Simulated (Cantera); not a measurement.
What does this Cantera script print?

```python
import numpy as np
import cantera as ct

gas = ct.Solution("gri30.yaml")
gas.TPX = 1175, 38, {'C2H6': 1, 'H2': 86}
reactor = ct.IdealGasConstPressureReactor(gas, energy="off", clone=False)
net = ct.ReactorNet([reactor])
net.rtol, net.atol = 1e-08, 1e-18
show = ['C2H6', 'H2', 'C2H', 'CH4', 'C2H4', 'H']
times = np.geomspace(1e-06, 8, 15)

steps = ct.SolutionArray(gas, extra=["t"])
rows = []
print(f"{'t/s':>10s}{'T/K':>9s}{'P/Pa':>11s}" + "".join(f"{s:>11s}" for s in show))
for t in times:
    while net.time < t:
        t_next = net.step()
        steps.append(gas.state, t=t_next)
    rows.append([np.interp(t, steps.t, y) for y in (steps.T, steps.P, *steps(*show).X.T)])
    print(f"{t:10.3e}{rows[-1][0]:9.1f}{rows[-1][1]:11.4g}" + "".join(f"{x:11.3e}" for x in rows[-1][2:]))
rate = np.gradient(steps.T, steps.t)
print("integrator steps:", len(steps.t))
if steps.T.max() > steps.T[0] + 200:
    print(f"time of steepest temperature rise: {steps.t[rate.argmax()]:.4e} s")
gas.TPX = 1175, 38, {'C2H6': 1, 'H2': 86}
gas.equilibrate("TP")
print(f"equilibrium (TP): T = {gas.T:.1f} K  " + "  ".join(f"{s} {gas[s].X[0]:.3e}" for s in show))
```

It prints:

```
       t/s      T/K       P/Pa       C2H6         H2        C2H        CH4       C2H4          H
 1.000e-06   1175.0         38  1.149e-02  9.885e-01  3.585e-48  1.157e-14  5.095e-19  2.033e-14
 3.112e-06   1175.0         38  1.149e-02  9.885e-01  7.318e-46  1.145e-13  5.100e-18  1.414e-13
 9.686e-06   1175.0         38  1.149e-02  9.885e-01  3.373e-43  1.103e-12  5.084e-17  1.182e-12
 3.015e-05   1175.0         38  1.149e-02  9.885e-01  2.077e-40  1.053e-11  5.433e-16  1.073e-11
 9.382e-05   1175.0         38  1.149e-02  9.885e-01  1.524e-37  1.013e-10  7.658e-15  1.011e-10
 2.920e-04   1175.0         38  1.149e-02  9.885e-01  1.693e-34  9.764e-10  2.150e-13  9.606e-10
 9.088e-04   1175.0         38  1.149e-02  9.885e-01  2.814e-31  9.197e-09  1.187e-11  8.791e-09
 2.828e-03   1175.0         38  1.149e-02  9.885e-01  5.575e-28  8.257e-08  8.309e-10  7.308e-08
 8.803e-03   1175.0         38  1.149e-02  9.885e-01  1.008e-24  6.442e-07  4.892e-08  4.793e-07
 2.740e-02   1175.0         38  1.149e-02  9.885e-01  1.612e-21  3.698e-06  1.655e-06  2.194e-06
 8.527e-02   1175.0         38  1.145e-02  9.885e-01  1.142e-18  1.630e-05  2.743e-05  7.662e-06
 2.654e-01   1175.0         38  1.113e-02  9.884e-01  3.821e-16  1.155e-04  2.846e-04  2.331e-05
 8.259e-01   1175.0         38  8.652e-03  9.877e-01  7.242e-14  1.490e-03  2.016e-03  6.321e-05
 2.570e+00   1175.0         38  1.425e-03  9.845e-01  3.649e-12  7.807e-03  5.844e-03  1.137e-04
 8.000e+00   1175.0         38  1.991e-05  9.840e-01  6.414e-12  9.113e-03  5.922e-03  4.951e-05
integrator steps: 567
equilibrium (TP): T = 1175.0 K  C2H6 5.105e-09  H2 9.873e-01  C2H 8.845e-12  CH4 2.767e-03  C2H4 6.606e-05  H 6.290e-06
```

Model: GRI-Mech 3.0 (53 species, 325 reactions), integrated in Cantera. GRI-Mech 3.0 stops at C3 and has no aromatics, soot or wall deposition, so with more carbon than oxygen in the feed, carbon stays in small species such as C2H2 where larger ones or solid carbon would form. Radical loss at walls, strong at low pressure, is not modelled.
